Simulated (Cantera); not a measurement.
Charge: 1 mol C3H8, 0.041 mol NH3, 1.5 mol H2, held at 410000 Pa.

Method: chemical equilibrium by Gibbs-energy minimisation in Cantera with the NASA 1993 tables (ideal gas, pure condensed phases). Candidate condensed phases: C, C6H6, C7H8, C8H18; 92 gas species. Equilibrium is a limit: real reactors are often held back by kinetics, nucleation or transport.

x: gas mole fraction; n: condensed amount in mol.

```csv
T (K),x H2,x H,x C2H2 (acetylene),x HCN,n C(graphite)
2100,0.991,0.00153,0.00143,0.00118,2.97
2150,0.990,[?],[?],[?],2.96
2200,0.989,0.00277,0.00253,0.00159,2.96
2250,0.987,0.00364,0.00331,0.00182,2.95
2300,0.985,0.00474,0.00426,0.00206,2.93
2350,0.983,0.00611,0.00542,0.00231,2.92
2400,0.979,[?],[?],[?],2.90
2450,0.976,0.00980,0.00851,0.00282,2.88
2500,0.971,0.0122,0.0105,0.00307,2.86
2550,0.966,0.0151,0.0128,0.00332,2.83
2600,0.959,0.0186,0.0156,0.00356,2.79
2650,0.952,0.0226,0.0187,0.00378,2.76
2700,0.944,0.0273,0.0222,0.00399,2.71
2750,0.934,0.0326,0.0263,0.00418,2.66
```

**Question.** Some entries are withheld; supply them.

**Answer.** 
- 2150, x H: 0.00207
- 2150, x C2H2 (acetylene): 0.00192
- 2150, x HCN: 0.00138
- 2400, x H: 0.00777
- 2400, x C2H2 (acetylene): 0.00683
- 2400, x HCN: 0.00256
